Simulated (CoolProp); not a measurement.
Saturation properties of propylene.

Model: reference Helmholtz-energy equation of state, Lemmon 2013, in CoolProp.

| T (K) | p (bar) | enthalpy of vaporisation (kJ/kg) | liquid cp (kJ/(kg K)) | liquid conductivity (mW/(m K)) |
|---|---|---|---|---|
| 224.2 | 0.9534 | 440.4 | 2.185 | 146 |
| 232.2 | 1.359 | 431.4 | 2.215 | 143 |
| 240.2 | 1.886 | 422.0 | 2.250 | 139 |
| 248.2 | 2.558 | 412.1 | 2.288 | 136 |
| 256.2 | 3.397 | 401.7 | 2.331 | 132 |
| 264.1 | 4.414 | 390.9 | 2.379 | 128 |
| 272.1 | 5.660 | 379.2 | 2.433 | 124 |
| 280.1 | 7.149 | 366.7 | 2.494 | 120 |
| 288.1 | 8.908 | 353.3 | 2.564 | 116 |
| 296.1 | 10.97 | 338.8 | 2.646 | 112 |

It boils at 225.5 K under 1 atm.

Thermal conductivity comes from a separate model (Huber 2003), an estimate that may be off by 10 % or more.
